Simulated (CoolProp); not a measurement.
Chloromethane (R40) along the isotherm 226.85 °C: Z from the reference equation and from simpler models built on Tc = 145.5 °C, pc = 6.929 MPa, ω = 0.150; each cubic takes its own stable root.

Computed with CoolProp (reference Helmholtz-energy equation of state, Thol 2014).

```tsv
p (MPa)	phase	reference
1.44	gas	0.9575
2.89	gas	0.9134
4.33	gas	0.8682
5.77	gas	0.8217
7.22	supercritical	0.7736
8.66	supercritical	0.7251
10.1	supercritical	0.6769
11.5	supercritical	0.6323
13	supercritical	0.5905
14.4	supercritical	0.5606
15.9	supercritical	0.5402
17.3	supercritical	0.5313
```

Q: How far does each simpler model (van der Waals, Redlich-Kwong, Soave-Redlich-Kwong) lie from the reference over these 12 states: mean and median of the absolute difference, and the worst?

A: 
- van der Waals: mean 3.0 %, median 2.2 %, worst -7.9 % at 226.85 °C and 11.5 MPa
- Redlich-Kwong: mean 0.9 %, median 0.4 %, worst +4.3 % at 226.85 °C and 17.3 MPa
- Soave-Redlich-Kwong: mean 5.1 %, median 3.9 %, worst +12.4 % at 226.85 °C and 17.3 MPa
